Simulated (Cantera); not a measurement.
An adiabatic, constant-pressure homogeneous reactor starts with 9.49 % C₂H₄, 15.8 % O₂, 59.5 % N₂, 15.2 % H₂O, equivalence ratio 1.8, at 1250 K and 900000 Pa.

Computed with Cantera and GRI-Mech 3.0 (53 species, 325 reactions). GRI-Mech 3.0 was tuned for natural gas; its chemistry of ethylene as a main component is partial and can be far from experiment.

x: mole fraction; the columns are a selection and need not sum to one.

| t (s) | T (K) | x C₂H₄ | x O₂ | x H₂O | x CH₄ | x NO |
|---|---|---|---|---|---|---|
| 6.00e-6 | 1250 | 0.0949 | 0.158 | 0.152 | 3.31e-10 | <1e-12 |
| 1.60e-5 | 1250 | 0.0949 | 0.158 | 0.152 | 2.48e-9 | <1e-12 |
| 4.29e-5 | 1250 | 0.0949 | 0.158 | 0.152 | 1.94e-8 | <1e-12 |
| 0.000115 | 1250 | 0.0949 | 0.158 | 0.152 | 2.83e-7 | <1e-12 |
| 0.000307 | 2528 | 1.52e-11 | 2.28e-5 | 0.203 | 1.58e-8 | (withheld) |
| 0.000820 | 2528 | <1e-12 | 2.29e-5 | 0.203 | 1.30e-10 | (withheld) |
| 0.00219 | 2528 | <1e-12 | 2.29e-5 | 0.203 | 1.31e-10 | (withheld) |
| 0.00587 | 2528 | <1e-12 | 2.28e-5 | 0.203 | 1.31e-10 | 0.000205 |
| 0.0157 | 2528 | <1e-12 | 2.28e-5 | 0.203 | 1.31e-10 | 0.000207 |
| 0.0420 | 2528 | <1e-12 | 2.28e-5 | 0.203 | 1.31e-10 | 0.000207 |
| 0.112 | 2528 | <1e-12 | 2.28e-5 | 0.203 | 1.31e-10 | 0.000207 |
| 0.300 | 2528 | <1e-12 | 2.28e-5 | 0.203 | 1.31e-10 | 0.000207 |

Task: What belongs in the gaps?

Result: 
- 0.000307, x NO: 0.000142
- 0.000820, x NO: 0.000164
- 0.00219, x NO: 0.000188
